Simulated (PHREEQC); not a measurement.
## Brine

Solution (85 °C): 0.36 mol/kgw MgSO4, 0.15 mol/kgw K2SO4 and 6.1e-05 mol/kgw H4SiO4. Closed to the air; pH follows from the charge balance.

All values are PHREEQC results (Pitzer model, pitzer.dat), not measurements.

* **pH**: 6.24
* **ionic strength**: 1.89 mol/kgw
* **activity of water**: 0.989
* **density**: 1.030 g/cm³
* **osmotic coefficient**: 0.539

```json
[
 {"species": "SO4-2", "molality": "0.510", "activity": "0.0214", "log γ": "-1.377"},
 {"species": "Mg+2", "molality": "0.360", "activity": "0.0223", "log γ": "-1.208"},
 {"species": "K+", "molality": "0.300", "activity": "0.152", "log γ": "-0.295"},
 {"species": "H4SiO4", "molality": "6.08e-5", "activity": "6.59e-5", "log γ": "0.035"},
 {"species": "HSO4-", "molality": "1.30e-5", "activity": "7.18e-6", "log γ": "-0.257"},
 {"species": "MgOH+", "molality": "1.24e-5", "activity": "4.66e-6", "log γ": "-0.426"},
 {"species": "OH-", "molality": "1.64e-6", "activity": "5.51e-7", "log γ": "-0.473"},
 {"species": "H+", "molality": "1.32e-6", "activity": "5.75e-7", "log γ": "-0.360"},
 {"species": "H3SiO4-", "molality": "2.39e-7", "activity": "7.30e-8", "log γ": "-0.515"}
]
```

No solid was allowed to form. In brines, pH and single-ion activities rest on the MacInnes convention. Constants without temperature data keep their 25 °C values here.
